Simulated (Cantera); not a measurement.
# Thermodynamics of iron carbonyl, mercury and lead vapours, feed Fe(CO)₅ + O₂ + N₂

Input: 1 mol Fe(CO)₅, 0.021 mol O₂, 72 mol N₂, held at 0.890 bar.

Equilibrium computed with Cantera from the NASA thermochemical tables; the gas is ideal and each condensed phase is pure. Candidate condensed phases: C, Fe, Fe(CO)₅, FeO, Fe₂O₃, Fe₃O₄; 27 gas species. Condensed phases not in the tables: cementite and carbon dissolved in iron. The numbers say what is thermodynamically allowed, not how fast it happens.

```
T (K)  log p N₂  log p CO  log p CO₂  log p Fe  n C(graphite)  n Fe(α)  n Fe(γ)
-----  --------  --------  ---------  --------  -------------  -------  -------
1025      -0.08     -1.25      -2.96      <-12         0.0518     1.00        0
1075      -0.08     -1.24      -3.31      <-12              0     1.00        0
1125      -0.08     -1.24      -3.31    -11.47              0     1.00        0
1175      -0.08     -1.24      -3.31    -10.68              0     1.00        0
1225      -0.08     -1.24      -3.31     -9.95              0        0     1.00
1275      -0.08     -1.24      -3.31     -9.28              0        0     1.00
1325      -0.08     -1.24      -3.31     -8.66              0        0     1.00
1375      -0.08     -1.24      -3.31     -8.09              0        0    1.000
1425      -0.08     -1.24      -3.31     -7.55              0        0    1.000
1475      -0.08     -1.24      -3.31     -7.06              0        0    1.000
1525      -0.08     -1.24      -3.31     -6.60              0        0    1.000
```
log p: log10 of the partial pressure in bar; n: condensed amount in mol.

At 1025 K the condensed part is C(graphite) + Fe(α). From 1075 K to 1175 K the condensed part is Fe(α). From 1225 K to 1525 K the condensed part is Fe(γ).
